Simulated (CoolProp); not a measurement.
Vapour-liquid equilibrium of cyclopentane (1) + octamethylcyclotetrasiloxane (D4) (2) at 0.172 MPa; x and y are mole fractions of (1).

Model: multi-fluid Helmholtz-energy mixture model, Gedanitz 2015 and Thol 2015; pair parameters Bell 2016, in CoolProp.

Task: Give the bubble temperature and the first vapour's composition at x = 0.35, 0.425, 0.8. Is there an azeotrope?

Result: x = 0.35: 118.6 °C, y = 0.926; x = 0.425: 108.3 °C, y = 0.956; x = 0.8: 75.9 °C, y = 0.997. No azeotrope shows between x = 0.05 and 0.95.

The pair parameters rest on a limited set of measurements; away from them the model extrapolates. With so large a gap from Raoult's law the liquid may split in two, which this calculation doesn't test in full.
